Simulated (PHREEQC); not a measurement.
Synthetic water in mg/kgw, 25 °C, pH 5.8, pe 0.2: Na 0.022; K 0.113; Ca 0.00734; Mg 0.0462; Cl 0.0319; S(6) as SO4 0.0846; Alkalinity as HCO3 0.302; Mn(2) 5.04e-05; B 0.000274.

Valence states are taken as typed.

Model: ion-association model, phreeqc.dat, run in PHREEQC.

```json
{
  "ionic_strength": "1.24e-5 mol/kgw",
  "charge_balance_error": "2.1 %"
}
```

```
species  molality  activity   log γ
-------  --------  --------  ------
CO2       2.32e-5   2.32e-5   0.000
HCO3-     6.53e-6   6.51e-6  -0.002
K+        2.89e-6   2.88e-6  -0.002
Mg+2      1.90e-6   1.87e-6  -0.007
H+        1.59e-6   1.59e-6  -0.002
Na+       9.57e-7   9.53e-7  -0.002
Cl-       9.00e-7   8.96e-7  -0.002
SO4-2     8.80e-7   8.66e-7  -0.007
Ca+2      1.83e-7   1.80e-7  -0.007
H3BO3     2.53e-8   2.53e-8   0.000
OH-       6.41e-9   6.39e-9  -0.002
```

This is a speciation only: nothing precipitates in the calculation. Species that the database lacks are ignored.
